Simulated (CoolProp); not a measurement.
Vapour-liquid equilibrium of R134a (1) + methanol (2) at 56.7 kPa; x and y are mole fractions of (1).

Model: multi-fluid Helmholtz-energy mixture model, Tillner-Roth 1994 and de Reuck 1993; pair parameters Bell 2016, in CoolProp.

Q: Give the bubble temperature and the first vapour's composition at x = 0.35, 0.5, 0.95. Is there an azeotrope?

A: x = 0.35: -28.9 °C, y = 0.992; x = 0.5: -30.6 °C, y = 0.993; x = 0.95: -37.1 °C, y = 0.999. No azeotrope shows between x = 0.05 and 0.95.

Pair parameters are fitted to limited data, so mixtures are less certain than the pure fluids. With so large a gap from Raoult's law the liquid may split in two, which this calculation doesn't test in full.
